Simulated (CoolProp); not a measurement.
Properties of water along the isobar 911 bar (Tc = 373.9 °C, pc = 220.6 bar, ω = 0.344).

Computed with CoolProp (reference Helmholtz-energy equation of state, Wagner 2002).

```csv
T (°C),phase,Z,cv (kJ/(kg K)),Joule-Thomson coefficient (K/MPa),Prandtl number
192.85,liquid,0.4576,3.293,-0.1448,0.911
218.85,liquid,0.4448,3.209,-0.1276,0.834
244.85,liquid,0.4348,3.133,-0.1069,0.783
270.85,liquid,0.4273,3.063,-0.08196,0.751
296.85,liquid,0.4224,2.998,-0.05136,0.734
322.85,liquid,0.4202,2.940,-0.01349,0.730
348.85,liquid,0.4208,2.887,0.03386,0.736
374.85,supercritical,0.4245,2.840,0.09358,0.754
400.75,supercritical,0.4320,(withheld),0.1690,0.781
426.75,supercritical,0.4441,2.761,(withheld),(withheld)
452.75,supercritical,(withheld),2.727,0.3836,0.867
478.75,supercritical,(withheld),2.694,0.5253,0.919
504.75,supercritical,0.5164,2.658,0.6810,0.966
530.75,supercritical,0.5530,2.615,0.8381,0.999
```

Q: Complete the blanks.

A: 
- 400.75, cv (kJ/(kg K)): 2.798
- 426.75, Joule-Thomson coefficient (K/MPa): 0.2646
- 426.75, Prandtl number: 0.819
- 452.75, Z: 0.4616
- 478.75, Z: 0.4856

Viscosity comes from a separate model (Huber 2009). Thermal conductivity comes from a separate model (Huber 2012).
